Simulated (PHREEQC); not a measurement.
A column of 1 m (30 cells, dispersivity 0.08 m, 3600 s a shift, diffusion coefficient 3e-10 m²/s) holds 0.07 eq of the database's cation exchanger X per kg of pore water, first in equilibrium with 0.0097 mol NH4Cl, 0.0051 mol LiCl, 0.00078 mol KBr and 1e-05 mol HCl per kg of water. It is flushed with 81 mmol/kgw NaCl, 0.78 mmol/kgw KCl and 0.01 mmol/kgw HCl, at 25 °C. Values are for the last cell. No CO2 enters from the air. Nothing may precipitate in this run.

Computed with PHREEQC (ion-association model, phreeqc.dat).

```csv
pore volumes,Na in solution (mol/kgw),Br in solution (mol/kgw),Li in solution (mol/kgw),NH4 in solution (mol/kgw),Cl in solution (mol/kgw),LiX on the exchanger (mol/kgw),NaX on the exchanger (mol/kgw)
0,0,0.000780,0.00510,0.00970,0.0148,0.00635,0
0.15,0,0.000780,0.00510,0.00970,0.0148,0.00635,0
0.4167,1.06e-6,0.000768,0.00544,0.0103,0.0159,0.00635,1.49e-6
0.55,0.000106,0.000715,0.00680,0.0132,0.0204,0.00624,0.000117
0.6833,0.00136,0.000615,0.00849,0.0183,0.0290,0.00558,0.00108
0.95,0.0126,0.000372,0.00846,0.0270,0.0499,0.00357,0.00637
1.083,0.0209,0.000269,0.00728,0.0284,0.0587,0.00279,0.00964
1.217,0.0292,0.000189,0.00597,0.0282,0.0656,0.00220,0.0129
1.35,0.0367,0.000130,0.00476,0.0270,0.0707,0.00173,0.0161
1.617,0.0485,5.80e-5,0.00289,0.0234,0.0768,0.00109,0.0220
1.75,0.0529,3.82e-5,0.00223,0.0214,0.0785,0.000865,0.0247
1.883,0.0565,2.49e-5,0.00171,0.0196,0.0796,0.000687,0.0273
2.15,0.0620,1.05e-5,0.00101,0.0163,0.0809,0.000432,0.0320
2.283,0.0641,6.73e-6,0.000772,0.0148,0.0812,0.000342,0.0341
2.417,0.0658,4.32e-6,0.000592,0.0136,0.0814,0.000271,0.0362
2.683,0.0687,1.77e-6,0.000350,0.0113,0.0816,0.000169,0.0399
2.817,0.0698,1.13e-6,0.000269,0.0104,0.0817,0.000133,0.0416
2.95,0.0708,7.18e-7,0.000207,0.00953,0.0817,0.000105,0.0432
3.083,0.0717,4.57e-7,0.000160,0.00875,0.0818,8.29e-5,0.0447
3.35,0.0732,1.85e-7,9.53e-5,0.00739,0.0818,5.14e-5,0.0475
3.483,0.0739,1.17e-7,7.37e-5,0.00680,0.0818,4.05e-5,0.0488
3.617,0.0745,7.46e-8,5.70e-5,0.00625,0.0818,3.18e-5,0.0500
3.883,0.0755,3.01e-8,3.42e-5,0.00530,0.0818,1.96e-5,0.0522
4.017,0.0760,1.91e-8,2.65e-5,0.00489,0.0818,1.54e-5,0.0532
```
